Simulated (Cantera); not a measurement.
Charge: 1 mol CH2F2, 0.14 mol F2, 3.9 mol H2, at 2498 K and 10000 Pa.

Method: chemical equilibrium by Gibbs-energy minimisation in Cantera with the NASA 1993 tables (ideal gas, pure condensed phases). Candidate condensed phases: C, C6H6, C7H8, C8H18; 95 gas species. Equilibrium is a limit: real reactors are often held back by kinetics, nucleation or transport.

Base state: H2 0.568, HF 0.366, H 0.0594, C2H2 (acetylene) 0.00609, F 7.96e-5, C2H 4.56e-5, C4H2 2.70e-5 (mole fractions); condensed: C(graphite).

Problem. What changes in the equilibrium state with this change: temperature from 2498 K to 2973.15 K?

Solution. 
```csv
species,before,after
H2,0.568,0.370
HF,0.366,0.321
H,0.0594,0.280
C2H2 (acetylene),0.00609,0.0213
C5,1.42e-8,3.94e-5
C2,4.44e-7,0.000236
C3,4.82e-6,0.00234
"C(graphite), mol",0.923,0.587
```

Problem. What changes in the equilibrium state with this change: temperature from 2498 K to 1300 K?

Solution. 
```csv
species,before,after
H2,0.568,0.622
HF,0.366,0.378
CH4,4.86e-6,0.000304
H,0.0594,2.76e-6
F,7.96e-5,<1e-9
C2H,4.56e-5,<1e-9
C4H2,2.70e-5,<1e-9
C2H2 (acetylene),0.00609,3.58e-7
"C(graphite), mol",0.923,0.998
```

Problem. What changes in the equilibrium state with this change: temperature from 2498 K to 1850 K?

Solution. 
```
species            before    after
----------------  -------  -------
H2                  0.568    0.621
HF                  0.366    0.377
H                  0.0594  0.00134
C2H               4.56e-5  3.78e-9
C4H2              2.70e-5  1.69e-8
F                 7.96e-5  1.74e-7
C(graphite), mol    0.923    0.998
```
